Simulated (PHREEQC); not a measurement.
Dissolve 0.32 mol ZnSO4 and 0.006 mol NaOH per kg of water at 70 °C. Closed to the air; pH follows from the charge balance.

Computed with PHREEQC (ion-association model, wateq4f.dat).

Each row changes one thing in this solution. No solid was allowed to form.

```json
[
 {"case": "as made", "pH": "6.84", "ionic strength (mol/kgw)": "0.560", "Zn+2 (mol/kgw)": "0.136", "ZnSO4 (mol/kgw)": "0.127", "SO4-2 (mol/kgw)": "0.0898", "Zn(SO4)2-2 (mol/kgw)": "0.0513", "SI of Goslarite (ZnSO4:7H2O)": "-1.72"},
 {"case": "diluted 10-fold with water", "pH": "6.51", "ionic strength (mol/kgw)": "0.0684", "Zn+2 (mol/kgw)": "0.0167", "ZnSO4 (mol/kgw)": "0.0134", "SO4-2 (mol/kgw)": "0.0159", "Zn(SO4)2-2 (mol/kgw)": "0.00133", "SI of Goslarite (ZnSO4:7H2O)": "-2.73"},
 {"case": "temperature from 70 to 65 °C", "pH": "6.96", "ionic strength (mol/kgw)": "0.560", "Zn+2 (mol/kgw)": "0.136", "ZnSO4 (mol/kgw)": "0.126", "SO4-2 (mol/kgw)": "0.0891", "Zn(SO4)2-2 (mol/kgw)": "0.0522", "SI of Goslarite (ZnSO4:7H2O)": "-1.68"},
 {"case": "NaOH from 0.006 to 0.003 mol/kgw", "pH": "6.53", "ionic strength (mol/kgw)": "0.560", "Zn+2 (mol/kgw)": "0.138", "ZnSO4 (mol/kgw)": "0.128", "SO4-2 (mol/kgw)": "0.0892", "Zn(SO4)2-2 (mol/kgw)": "0.0514", "SI of Goslarite (ZnSO4:7H2O)": "-1.72"}
]
```

Some of these states are supersaturated (in Zincite(c) (slow to form), for instance). At this temperature some constants are extrapolated from 25 °C, and those without enthalpy data are left unchanged.
